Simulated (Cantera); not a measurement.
Moist CO burnout

An isothermal, constant-pressure homogeneous reactor starts with CO : O₂ : H₂O : N₂ = 0.0012 : 0.0074 : 0.00037 : 1 (molar parts), at 1273 K and 1000000 Pa.

Cantera simulation using GRI-Mech 3.0 (53 species, 325 reactions); the numbers are that mechanism's predictions, not measurements.

| t (s) | x CO | x O₂ | x H₂O | x OH | x O | x NO | x CO₂ |
|---|---|---|---|---|---|---|---|
| 4.00e-6 | 0.00119 | 0.00733 | 0.000367 | <1e-12 | 5.11e-11 | <1e-12 | 5.13e-11 |
| 9.72e-6 | 0.00119 | 0.00733 | 0.000367 | 1.59e-12 | 1.24e-10 | <1e-12 | 1.25e-10 |
| 2.36e-5 | 0.00119 | 0.00733 | 0.000367 | 6.84e-12 | 2.98e-10 | <1e-12 | 3.07e-10 |
| 5.74e-5 | 0.00119 | 0.00733 | 0.000367 | 2.98e-11 | 7.12e-10 | <1e-12 | 7.69e-10 |
| 0.000139 | 0.00119 | 0.00733 | 0.000367 | 1.18e-10 | 1.69e-9 | <1e-12 | 2.08e-9 |
| 0.000339 | 0.00119 | 0.00733 | 0.000367 | 4.22e-10 | 4.15e-9 | <1e-12 | 6.85e-9 |
| 0.000823 | 0.00119 | 0.00733 | 0.000367 | 1.83e-9 | 1.27e-8 | <1e-12 | 3.45e-8 |
| 0.00200 | 0.00119 | 0.00733 | 0.000367 | 1.92e-8 | 1.03e-7 | <1e-12 | 4.44e-7 |
| 0.00486 | 0.00116 | 0.00732 | 0.000366 | 5.44e-7 | 1.93e-6 | 9.68e-11 | 2.77e-5 |
| 0.0118 | 0.00101 | 0.00724 | 0.000365 | 6.37e-7 | 2.04e-6 | 3.04e-9 | 0.000181 |
| 0.0287 | 0.000715 | 0.00710 | 0.000365 | 6.32e-7 | 1.68e-6 | 2.14e-8 | 0.000475 |
| 0.0697 | 0.000322 | 0.00690 | 0.000366 | 6.16e-7 | 1.07e-6 | 8.30e-8 | 0.000868 |
| 0.169 | 5.41e-5 | 0.00677 | 0.000366 | 5.85e-7 | 3.60e-7 | 1.80e-7 | 0.00114 |
| 0.412 | 1.73e-6 | 0.00674 | 0.000367 | 3.95e-7 | 4.70e-8 | 2.49e-7 | 0.00119 |
| 1.00 | 2.61e-8 | 0.00674 | 0.000367 | 1.70e-7 | 6.80e-9 | 2.68e-7 | 0.00119 |
x: mole fraction; the columns are a selection and need not sum to one.

Equilibrium at this temperature and pressure: CO 4.07e-10, O₂ 0.00671, H₂O 0.000367, OH 1.10e-7, O 2.80e-9, NO 6.67e-5, CO₂ 0.00119 (gas phase only).
